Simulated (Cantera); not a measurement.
**Premixed flame**

A freely propagating, adiabatic, planar premixed flame of CH4 : C2H6 : O2 : N2 = 1 : 0.34 : 2.45 : 9.23 (molar parts), equivalence ratio 1.3, unburnt at 700 K and 1.01 bar; multicomponent+Soret transport, grid criteria slope 0.08 and curve 0.16, no radiation.

Computed with Cantera and GRI-Mech 3.0 (53 species, 325 reactions). Burning velocities carry a grid error of a few per cent, more on coarse grids.

| z (mm) | T (K) | u (m/s) | x CH4 | x C2H6 | x O2 | x C2H4 | x H2 | x HO2 |
|---|---|---|---|---|---|---|---|---|
| -0.939 | 700 | 1.53 | 0.0767 | 0.0261 | 0.188 | 2.96e-7 | 0.00167 | 2.33e-7 |
| -0.626 | 703 | 1.54 | 0.0762 | 0.0260 | 0.187 | 5.85e-6 | 0.00469 | 3.25e-6 |
| -0.469 | 713 | 1.57 | 0.0751 | 0.0259 | 0.186 | 4.13e-5 | 0.00841 | 1.72e-5 |
| -0.313 | 782 | 1.74 | 0.0705 | 0.0251 | 0.180 | 0.000410 | 0.0159 | 9.90e-5 |
| -0.156 | 1175 | 2.68 | 0.0512 | 0.0169 | 0.142 | 0.00302 | 0.0312 | 0.000209 |
| -0.0782 | 1564 | 3.65 | 0.0304 | 0.00620 | 0.0972 | 0.00430 | 0.0414 | 0.000207 |
| 0 | 1923 | 4.57 | 0.00936 | 0.000371 | 0.0491 | 0.00172 | 0.0464 | 8.40e-5 |
| 0.0782 | 2104 | 5.03 | 0.00130 | 3.01e-6 | 0.0202 | 0.000142 | 0.0437 | 1.33e-5 |
| 0.156 | 2157 | 5.15 | 0.000115 | 1.93e-8 | 0.00873 | 4.22e-6 | 0.0406 | 2.88e-6 |
| 0.313 | 2184 | 5.19 | 8.61e-7 | <1e-8 | 0.00348 | <1e-8 | 0.0397 | 1.20e-6 |
| 0.626 | 2210 | 5.24 | <1e-8 | <1e-8 | 0.00236 | <1e-8 | 0.0404 | 8.80e-7 |
| 1.25 | 2242 | 5.31 | <1e-8 | <1e-8 | 0.00174 | <1e-8 | 0.0403 | 6.59e-7 |
| 2.50 | 2280 | 5.38 | <1e-8 | <1e-8 | 0.00110 | <1e-8 | 0.0400 | 4.27e-7 |
x: mole fraction of selected species; z is measured from the peak of heat release.

- laminar burning velocity = 153 cm/s
- thermal thickness = 0.313 mm
- peak x(C2H4) = 0.00433
- peak x(H2) = 0.0464
- peak x(HO2) = 0.000218
- grid points = 146
